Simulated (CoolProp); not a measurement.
Isopentane along the isotherm 331.3 K: density (kg/m³) from the reference equation and from simpler models built on Tc = 460.3 K, pc = 3.378 MPa, ω = 0.227; each cubic takes its own stable root.

The numbers come from the reference Helmholtz-energy equation of state, Lemmon 2006 in CoolProp. It is a short technical equation, of lower accuracy than the large ones.

```json
[
 {"p (MPa)": "0.0267", "phase": "gas", "reference": "0.7050"},
 {"p (MPa)": "0.0506", "phase": "gas", "reference": "1.346"},
 {"p (MPa)": "0.096", "phase": "gas", "reference": "2.591"},
 {"p (MPa)": "0.182", "phase": "gas", "reference": "5.059"},
 {"p (MPa)": "0.345", "phase": "liquid", "reference": "579.7"},
 {"p (MPa)": "0.654", "phase": "liquid", "reference": "580.4"},
 {"p (MPa)": "1.24", "phase": "liquid", "reference": "581.6"},
 {"p (MPa)": "2.35", "phase": "liquid", "reference": "583.7"},
 {"p (MPa)": "4.46", "phase": "liquid", "reference": "587.7"},
 {"p (MPa)": "8.45", "phase": "liquid", "reference": "594.5"}
]
```

Q: How far does each simpler model (Redlich-Kwong, Soave-Redlich-Kwong, Peng-Robinson) lie from the reference over these 10 states: mean and median of the absolute difference, and the worst?

A: 
- Redlich-Kwong: mean 15.0 %, median 9.0 %, worst -98.3 % at 331.3 K and 0.345 MPa
- Soave-Redlich-Kwong: mean 4.4 %, median 6.5 %, worst -7.7 % at 331.3 K and 0.345 MPa
- Peng-Robinson: mean 3.0 %, median 4.6 %, worst +5.7 % at 331.3 K and 8.45 MPa

At some of these states Redlich-Kwong gives the other phase, because its saturation line lies elsewhere.
